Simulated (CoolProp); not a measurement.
Vapour-liquid equilibrium of m-xylene (1) + n-decane (2) at 1.36 MPa; x and y are mole fractions of (1).

Computed with CoolProp (multi-fluid Helmholtz-energy mixture model, Zhou 2012 and Lemmon 2006; pair parameters Bell 2016).

```json
[
 {"x": "0.05", "bubble temperature, mixture model (K)": "583.7", "bubble temperature, Raoult's law (K)": "583.5", "y, mixture model": "0.066", "y, Raoult's law": "0.086"},
 {"x": "0.2", "bubble temperature, mixture model (K)": "576.6", "bubble temperature, Raoult's law (K)": "575.9", "y, mixture model": "0.256", "y, Raoult's law": "0.310"},
 {"x": "0.35", "bubble temperature, mixture model (K)": "569.9", "bubble temperature, Raoult's law (K)": "568.9", "y, mixture model": "0.431", "y, Raoult's law": "0.495"},
 {"x": "0.5", "bubble temperature, mixture model (K)": "563.5", "bubble temperature, Raoult's law (K)": "562.5", "y, mixture model": "0.589", "y, Raoult's law": "0.647"},
 {"x": "0.65", "bubble temperature, mixture model (K)": "557.4", "bubble temperature, Raoult's law (K)": "556.5", "y, mixture model": "0.730", "y, Raoult's law": "0.775"},
 {"x": "0.8", "bubble temperature, mixture model (K)": "551.6", "bubble temperature, Raoult's law (K)": "551.0", "y, mixture model": "0.856", "y, Raoult's law": "0.882"},
 {"x": "0.95", "bubble temperature, mixture model (K)": "546.1", "bubble temperature, Raoult's law (K)": "545.9", "y, mixture model": "0.967", "y, Raoult's law": "0.973"}
]
```

The largest gap from Raoult's law is +1.0 K in bubble temperature, at x = 0.5. No azeotrope shows between x = 0.05 and 0.95.

The pair parameters rest on a limited set of measurements; away from them the model extrapolates.
